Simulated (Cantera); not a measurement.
Cantera with NASA thermochemical tables; ideal gases at 1 bar, condensed phases pure. Values are per mole of reaction as written; species without (g) are pure solids or liquids, kept so even where they would boil at 1 bar. ZrN: taken at fixed stoichiometry.

H2(g) + N(g) + ZrO2 ⇌ 2 OH(g) + ZrN

| T (K) | ΔH° (kJ) | ΔS° (J/K) | ΔG° (kJ) | log10 K | condensed phases |
|---|---|---|---|---|---|
| 900 | 331.2 | 59.8 | 277.4 | -16.10 | ZrO2(monoclinic), ZrN(s) |
| 1050 | 329.3 | 57.8 | 268.6 | -13.36 | ZrO2(monoclinic), ZrN(s) |
| 1200 | 327.5 | 56.2 | 260.1 | -11.32 | ZrO2(monoclinic), ZrN(s) |
| 1350 | 325.7 | 54.8 | 251.7 | -9.74 | ZrO2(monoclinic), ZrN(s) |
| 1500 | 318.2 | 49.7 | 243.7 | -8.49 | ZrO2(tetragonal), ZrN(s) |
| 1650 | (withheld) | (withheld) | (withheld) | (withheld) | ZrO2(tetragonal), ZrN(s) |
| 1800 | 317.3 | 49.1 | 228.9 | -6.64 | ZrO2(tetragonal), ZrN(s) |
| 1950 | 317.1 | 49.0 | 221.6 | -5.93 | ZrO2(tetragonal), ZrN(s) |
| 2100 | 317.2 | 49.1 | 214.2 | -5.33 | ZrO2(tetragonal), ZrN(s) |
| 2250 | 317.5 | 49.2 | 206.8 | -4.80 | ZrO2(tetragonal), ZrN(s) |
| 2400 | (withheld) | (withheld) | (withheld) | (withheld) | ZrO2(tetragonal), ZrN(s) |

Question: Some entries are withheld; supply them.

Answer: 
- 1650, ΔH° (kJ): 317.6
- 1650, ΔS° (J/K): 49.3
- 1650, ΔG° (kJ): 236.3
- 1650, log10 K: -7.48
- 2400, ΔH° (kJ): 318.0
- 2400, ΔS° (J/K): 49.4
- 2400, ΔG° (kJ): 199.4
- 2400, log10 K: -4.34
